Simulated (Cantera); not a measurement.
# Hydrocarbon pyrolysis for carbon deposition

A perfectly stirred reactor is fed with 0.621 % CH4, 99.4 % N2, at 0.133 bar; it is held at 1800 K, and followed from long to short residence time.

Model: GRI-Mech 3.0 (53 species, 325 reactions), integrated in Cantera. GRI-Mech 3.0 stops at C3 and has no aromatics, soot or wall deposition, so with more carbon than oxygen in the feed, carbon stays in small species such as C2H2 where larger ones or solid carbon would form.

| τ (s) | x CH4 | x CH2 | x HCN | x C2H2 | x C2H4 | x H |
|---|---|---|---|---|---|---|
| 8.7 | 9.90e-5 | 1.54e-7 | 0.000602 | 0.00273 | 5.16e-7 | 7.71e-5 |
| 3.3 | 0.000180 | 2.36e-7 | 0.000331 | 0.00282 | 1.35e-6 | 7.10e-5 |
| 1.3 | 0.000322 | 3.42e-7 | 0.000170 | 0.00281 | 3.58e-6 | 6.38e-5 |
| 0.49 | 0.000596 | 4.81e-7 | 7.75e-5 | 0.00270 | 9.92e-6 | 5.50e-5 |
| 0.19 | 0.00107 | 6.33e-7 | 3.29e-5 | 0.00245 | 2.59e-5 | 4.56e-5 |
| 0.071 | 0.00189 | 7.77e-7 | 1.19e-5 | 0.00198 | 6.47e-5 | 3.50e-5 |
| 0.027 | 0.00308 | 8.42e-7 | 3.47e-6 | 0.00129 | 0.000132 | 2.38e-5 |
| 0.010 | 0.00459 | 7.02e-7 | 5.67e-7 | 0.000488 | 0.000170 | 1.19e-5 |
| 0.0040 | 0.00571 | 3.47e-7 | 4.04e-8 | 6.75e-5 | 7.27e-5 | 4.02e-6 |
x: mole fraction; the columns are a selection and need not sum to one.
